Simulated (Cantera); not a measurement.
## Gas-phase reforming

An isothermal, constant-pressure homogeneous reactor starts with CH₄ : CO₂ : H₂ = 1 : 1.5 : 0.25 (molar parts), at 1225 K and 1.00 bar.

Model: GRI-Mech 3.0 (53 species, 325 reactions), integrated in Cantera.

| t (s) | x CH₄ | x CO₂ | x H₂ | x C₂H₂ | x CH₂ | x O₂ |
|---|---|---|---|---|---|---|
| 2.00e-6 | 0.364 | 0.545 | 0.0909 | <1e-12 | <1e-12 | <1e-12 |
| 6.92e-6 | 0.364 | 0.545 | 0.0909 | <1e-12 | <1e-12 | <1e-12 |
| 2.39e-5 | 0.364 | 0.545 | 0.0909 | <1e-12 | <1e-12 | <1e-12 |
| 8.27e-5 | 0.364 | 0.545 | 0.0909 | <1e-12 | <1e-12 | <1e-12 |
| 0.000286 | 0.364 | 0.545 | 0.0909 | <1e-12 | <1e-12 | <1e-12 |
| 0.000989 | 0.364 | 0.545 | 0.0909 | <1e-12 | <1e-12 | <1e-12 |
| 0.00342 | 0.364 | 0.545 | 0.0909 | <1e-12 | <1e-12 | <1e-12 |
| 0.0118 | 0.364 | 0.545 | 0.0909 | 1.18e-11 | <1e-12 | <1e-12 |
| 0.0409 | 0.364 | 0.545 | 0.0909 | 3.91e-10 | <1e-12 | <1e-12 |
| 0.142 | 0.364 | 0.545 | 0.0909 | 1.13e-8 | <1e-12 | <1e-12 |
| 0.489 | 0.363 | 0.545 | 0.0908 | 4.11e-7 | <1e-12 | <1e-12 |
| 1.69 | 0.363 | 0.544 | 0.0903 | 1.30e-5 | <1e-12 | <1e-12 |
| 5.85 | 0.361 | 0.541 | 0.0890 | 0.000196 | <1e-12 | <1e-12 |
| 20.2 | 0.356 | 0.530 | 0.0851 | 0.00141 | <1e-12 | <1e-12 |
| 70.0 | 0.336 | 0.493 | 0.0746 | 0.00624 | <1e-12 | <1e-12 |
x: mole fraction; the columns are a selection and need not sum to one.

Equilibrium at this temperature and pressure: CH₄ 0.000146, CO₂ 0.0465, H₂ 0.415, C₂H₂ 2.88e-10, CH₂ <1e-12, O₂ <1e-12 (gas phase only).
